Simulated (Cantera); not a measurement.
## Reactions in the system N-O-V

Cantera with NASA thermochemical tables; ideal gases at 1 bar, condensed phases pure. Values are per mole of reaction as written; species without (g) are pure solids or liquids, kept so even where they would boil at 1 bar. VN: taken at fixed stoichiometry.

V2O4 + 4 VN ⇌ 4 NO(g) + 6 V

```csv
T (K),ΔH° (kJ),ΔS° (J/K),ΔG° (kJ),log10 K
825,2629.0,698.1,2053.1,-129.99
900,2624.8,693.1,2001.0,-116.13
975,2620.4,688.5,1949.1,-104.42
1050,2616.0,684.1,1897.7,-94.40
1125,2611.5,680.0,1846.5,-85.73
1200,2607.1,676.2,1795.7,-78.16
1275,2602.7,672.6,1745.1,-71.49
1350,2598.3,669.3,1694.8,-65.57
1425,2594.0,666.2,1644.7,-60.29
```

O(g) + 2 VN ⇌ 2 V + N2O(g)

```json
[
 {"T (K)": "825", "ΔH° (kJ)": "259.7", "ΔS° (J/K)": "29.0", "ΔG° (kJ)": "235.8", "log10 K": "-14.93"},
 {"T (K)": "900", "ΔH° (kJ)": "258.7", "ΔS° (J/K)": "27.8", "ΔG° (kJ)": "233.6", "log10 K": "-13.56"},
 {"T (K)": "975", "ΔH° (kJ)": "257.7", "ΔS° (J/K)": "26.8", "ΔG° (kJ)": "231.6", "log10 K": "-12.41"},
 {"T (K)": "1050", "ΔH° (kJ)": "256.8", "ΔS° (J/K)": "25.9", "ΔG° (kJ)": "229.6", "log10 K": "-11.42"},
 {"T (K)": "1125", "ΔH° (kJ)": "255.8", "ΔS° (J/K)": "25.0", "ΔG° (kJ)": "227.7", "log10 K": "-10.57"},
 {"T (K)": "1200", "ΔH° (kJ)": "254.9", "ΔS° (J/K)": "24.2", "ΔG° (kJ)": "225.9", "log10 K": "-9.83"},
 {"T (K)": "1275", "ΔH° (kJ)": "254.0", "ΔS° (J/K)": "23.5", "ΔG° (kJ)": "224.1", "log10 K": "-9.18"},
 {"T (K)": "1350", "ΔH° (kJ)": "253.1", "ΔS° (J/K)": "22.8", "ΔG° (kJ)": "222.3", "log10 K": "-8.60"},
 {"T (K)": "1425", "ΔH° (kJ)": "252.3", "ΔS° (J/K)": "22.2", "ΔG° (kJ)": "220.6", "log10 K": "-8.09"}
]
```

2 V + 2 NO2(g) ⇌ V2O4 + 2 N(g)

```json
[
 {"T (K)": "825", "ΔH° (kJ)": "-519.5", "ΔS° (J/K)": "-59.7", "ΔG° (kJ)": "-470.2", "log10 K": "29.77"},
 {"T (K)": "900", "ΔH° (kJ)": "-516.6", "ΔS° (J/K)": "-56.4", "ΔG° (kJ)": "-465.8", "log10 K": "27.04"},
 {"T (K)": "975", "ΔH° (kJ)": "-513.9", "ΔS° (J/K)": "-53.5", "ΔG° (kJ)": "-461.7", "log10 K": "24.74"},
 {"T (K)": "1050", "ΔH° (kJ)": "-511.2", "ΔS° (J/K)": "-50.8", "ΔG° (kJ)": "-457.8", "log10 K": "22.77"},
 {"T (K)": "1125", "ΔH° (kJ)": "-508.5", "ΔS° (J/K)": "-48.4", "ΔG° (kJ)": "-454.1", "log10 K": "21.08"},
 {"T (K)": "1200", "ΔH° (kJ)": "-505.9", "ΔS° (J/K)": "-46.1", "ΔG° (kJ)": "-450.5", "log10 K": "19.61"},
 {"T (K)": "1275", "ΔH° (kJ)": "-503.4", "ΔS° (J/K)": "-44.1", "ΔG° (kJ)": "-447.2", "log10 K": "18.32"},
 {"T (K)": "1350", "ΔH° (kJ)": "-500.9", "ΔS° (J/K)": "-42.2", "ΔG° (kJ)": "-443.9", "log10 K": "17.18"},
 {"T (K)": "1425", "ΔH° (kJ)": "-498.4", "ΔS° (J/K)": "-40.4", "ΔG° (kJ)": "-440.8", "log10 K": "16.16"}
]
```
